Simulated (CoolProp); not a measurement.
Ethanol at 298.15 K and 0.00571 MPa flows at 2.5 m/s in a round tube of 10 mm bore and 1.5 µm roughness, fully developed (64/Re and Nu = 3.66 if laminar; Colebrook and Gnielinski if turbulent). Each further row changes one setting.

Computed with CoolProp (reference Helmholtz-energy equation of state, Schroeder 2014).

| case | Reynolds number | Darcy friction factor | pressure drop (Pa/m) | heat-transfer coefficient (W/(m² K)) | mass flow (kg/h) |
|---|---|---|---|---|---|
| as stated | 304 | 0.211 | 7.02 | 5.57 | ___ |
| velocity 5 m/s | 607 | 0.105 | ___ | 5.57 | ___ |
| diameter 20 mm | 607 | 0.105 | 1.75 | ___ | ___ |

**Question.** Some entries are withheld; supply them.

**Answer.** 
- as stated, mass flow (kg/h): 0.0753
- velocity 5 m/s, pressure drop (Pa/m): 14.0
- velocity 5 m/s, mass flow (kg/h): 0.151
- diameter 20 mm, heat-transfer coefficient (W/(m² K)): 2.79
- diameter 20 mm, mass flow (kg/h): 0.301

Viscosity comes from a separate model (Kiselev 2005). Thermal conductivity comes from a separate model (Assael 2013).
